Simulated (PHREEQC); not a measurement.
Leach liquor: speciation

Consider water at 25 °C with 0.053 mol/kgw HCl and 0.095 mol/kgw FeSO4. Closed to the air; pH follows from the charge balance.

Model: ion-association model, wateq4f.dat, run in PHREEQC.

```
Item                     Result
----------------  -------------
pH                         1.73
ionic strength    0.242 mol/kgw
total alkalinity   -53.0 meq/kg
```

```csv
species,molality,activity,log γ
Fe+2,0.0588,0.0182,-0.510
Cl-,0.0517,0.0361,-0.157
SO4-2,0.0357,0.00972,-0.565
FeSO4,0.0297,0.0314,0.024
HSO4-,0.0244,0.0175,-0.145
H+,0.0234,0.0185,-0.102
FeHSO4+,0.00517,0.00382,-0.131
FeCl+,0.00125,0.000907,-0.139
```

Precipitation was switched off in this run.
